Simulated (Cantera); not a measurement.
Charge: 1 mol SiCl4, 0.0076 mol Cl2, 350 mol H2, at 2.63 Torr.

Method: chemical equilibrium by Gibbs-energy minimisation in Cantera with the NASA 1993 tables (ideal gas, pure condensed phases). Candidate condensed phases: Si; 19 gas species. The numbers say what is thermodynamically allowed, not how fast it happens.

Over these rows the condensed part is Si(s). Partial pressures as log10 of bar:

| T (K) | 1000/T (1/K) | log p SiCl4 | log p H2 | log p HCl |
|---|---|---|---|---|
| 873 | 1.1455 | -5.37 | -2.46 | -4.78 |
| 973 | 1.0277 | -5.97 | -2.46 | -4.49 |
| 1073 | 0.9320 | ? | -2.46 | -4.43 |
| 1173 | 0.8525 | -8.26 | -2.46 | -4.42 |
| 1273 | 0.7855 | -9.24 | -2.46 | -4.42 |
| 1373 | 0.7283 | -10.08 | -2.46 | -4.43 |

Question: Fit log p(SiCl4) = a + b·(1000/T) to the five rows, give the apparent enthalpy, and predict the row at 1073 K.

Answer: Means: 1000/T = 0.9079, log p = -7.784. Sxy = 1.407830, Sxx = 0.1211129, so b = 11.62 and a = -7.784 − (11.62)×0.9079 = -18.33.
Apparent enthalpy: −19.145 × (11.62) = -222 kJ/mol. With the condensed phases at unit activity, Si(s) + 4 HCl(g) = SiCl4(g) + 2 H2(g) links this pressure to the main gases: over the six rows their terms move log p by +1.40 in all, so the slope isn't that reaction's ΔH° alone. The five rows lie within 0.42 of the line; that is curvature, so one enthalpy describes this range poorly.
Prediction at 1073 K: -18.33 + (11.62)×0.9320 = -7.50. The computed value is -7.11, 0.39 from the line.
